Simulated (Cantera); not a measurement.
Charge: 1 mol Si, 1.6 mol Cl2, 45 mol H2, at 1125 K and 1.60e-5 bar.

Cantera equilibrium calculation (NASA polynomials, part measured and part estimated; ideal gas, pure solids and liquids). Candidate condensed phases: Si; 19 gas species. The tables' values for SiCl3 are old estimates; treat these amounts as uncertain. The numbers say what is thermodynamically allowed, not how fast it happens.

Q: What is the equilibrium state?

A: 
```json
{
 "x(H2)": "0.938",
 "x(HCl)": "0.0548",
 "x(SiCl2)": "0.00677",
 "x(SiCl3)": "9.89e-5",
 "x(SiCl4)": "1.78e-5",
 "x(H)": "1.08e-5",
 "x(SiHCl3)": "5.29e-6",
 "n(Si(s))": "0.679 mol",
 "gas_amount": "46.60 mol"
}
```
